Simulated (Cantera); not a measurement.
What does this Cantera script print?

```python
import numpy as np
import cantera as ct

gas = ct.Solution("gri30.yaml")
gas.TPX = 498, 790000, {'CH4': 1, 'H2': 0.04, 'O2': 2.02, 'N2': 8.48}
flame = ct.FreeFlame(gas, width=0.0094)
flame.set_refine_criteria(ratio=3, slope=0.08, curve=0.16)
flame.transport_model = "mixture-averaged"
flame.solve(loglevel=0, auto=True)
z, T = flame.grid, flame.T
thick = (T[-1] - T[0]) / np.gradient(T, z).max()
show = ['CH4', 'H2', 'O2', 'C2H', 'NO', 'CH2O']
print(f"laminar burning velocity  {flame.velocity[0] * 100:.3f} cm/s")
print(f"burnt temperature         {T[-1]:.1f} K")
print(f"thermal thickness         {thick * 1e3:.4f} mm")
print(f"grid points               {len(z)}")
z0 = z[flame.heat_release_rate.argmax()]
print(f"{'z/mm':>9s}{'T/K':>9s}{'u/(m/s)':>9s}" + "".join(f"{s:>11s}" for s in show))
rows = []
for k in (-3, -2, -1.5, -1, -0.5, -0.25, 0, 0.25, 0.5, 1, 2, 4, 8):
    zz = z0 + k * thick
    rows.append([k * thick, np.interp(zz, z, T), np.interp(zz, z, flame.velocity),
                 *(np.interp(zz, z, flame.X[gas.species_index(s)]) for s in show)])
    print(f"{rows[-1][0] * 1e3:9.3f}{rows[-1][1]:9.1f}{rows[-1][2]:9.3f}" + "".join(f"{x:11.3e}" for x in rows[-1][3:]))
```

Output:

```
laminar burning velocity  31.371 cm/s
burnt temperature         2285.9 K
thermal thickness         0.1054 mm
grid points               136
     z/mm      T/K  u/(m/s)        CH4         H2         O2        C2H         NO       CH2O
   -0.316    498.9    0.314  8.653e-02  4.082e-03  1.749e-01  6.108e-26  1.110e-09  3.908e-07
   -0.211    504.4    0.318  8.607e-02  4.910e-03  1.744e-01  3.368e-23  9.030e-09  3.928e-06
   -0.158    525.4    0.332  8.461e-02  5.881e-03  1.728e-01  8.645e-21  4.822e-08  2.411e-05
   -0.105    635.6    0.403  7.776e-02  7.550e-03  1.643e-01  2.700e-17  4.187e-07  1.876e-04
   -0.053   1086.9    0.696  5.075e-02  9.879e-03  1.239e-01  6.667e-12  5.490e-06  1.061e-03
   -0.026   1496.3    0.963  2.582e-02  1.101e-02  8.271e-02  2.909e-09  1.397e-05  1.162e-03
    0.000   1892.1    1.218  4.109e-03  1.033e-02  3.826e-02  2.118e-07  2.583e-05  3.692e-04
    0.026   2054.4    1.316  9.157e-05  7.259e-03  1.807e-02  4.989e-08  3.928e-05  2.059e-05
    0.053   2120.4    1.352  1.214e-06  5.993e-03  1.261e-02  7.913e-10  4.674e-05  3.553e-07
    0.105   2186.4    1.389  9.498e-10  4.777e-03  8.931e-03  6.249e-13  5.448e-05  5.202e-10
    0.211   2237.2    1.418  7.827e-14  3.497e-03  6.303e-03  4.196e-17  6.353e-05  1.001e-10
    0.422   2267.8    1.434  6.701e-16  2.595e-03  4.633e-03  1.858e-21  7.498e-05  5.510e-11
    0.843   2281.6    1.442  1.380e-16  2.155e-03  3.842e-03  2.397e-23  9.156e-05  3.804e-11
```

Detailed kinetics in Cantera: GRI-Mech 3.0 (53 species, 325 reactions). Burning velocities carry a grid error of a few per cent, more on coarse grids.
